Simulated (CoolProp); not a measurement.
Vapour-liquid equilibrium of sulfur hexafluoride (1) + n-pentane (2) at 292.5 K; x and y are mole fractions of (1).

The numbers come from the multi-fluid Helmholtz-energy mixture model, Guder 2009 and Thol 2019; pair parameters Bell 2016 in CoolProp.

| x | bubble pressure (kPa) | y at the bubble point | dew pressure at overall composition x (kPa) | liquid density (mol/L) |
|---|---|---|---|---|
| 0.05 | 399.0 | 0.853 | … | 8.766 |
| 0.125 | 838.4 | 0.925 | … | 8.881 |
| 0.2 | 1170 | 0.943 | 69.27 | 8.991 |
| 0.275 | 1393 | 0.950 | 76.57 | 9.092 |
| 0.35 | 1523 | 0.953 | 85.56 | 9.185 |
| 0.425 | 1586 | 0.954 | 96.92 | 9.267 |
| 0.5 | 1612 | 0.955 | 111.7 | 9.338 |
| 0.575 | 1624 | 0.956 | 131.9 | 9.397 |
| 0.65 | 1641 | 0.956 | 160.9 | 9.443 |
| 0.725 | 1676 | … | 206.2 | 9.477 |
| 0.8 | 1736 | 0.962 | 287.3 | … |
| 0.875 | 1828 | … | 474.3 | 9.521 |
| 0.95 | 1957 | … | 1407 | … |

Task: What belongs in the gaps?

Result: 
- 0.05, dew pressure at overall composition x (kPa): 58.13
- 0.125, dew pressure at overall composition x (kPa): 63.23
- 0.725, y at the bubble point: 0.958
- 0.8, liquid density (mol/L): 9.502
- 0.875, y at the bubble point: 0.970
- 0.95, y at the bubble point: 0.985
- 0.95, liquid density (mol/L): 9.547

No azeotrope shows between x = 0.05 and 0.95.

The pair parameters rest on a limited set of measurements; away from them the model extrapolates. With so large a gap from Raoult's law the liquid may split in two, which this calculation doesn't test in full.
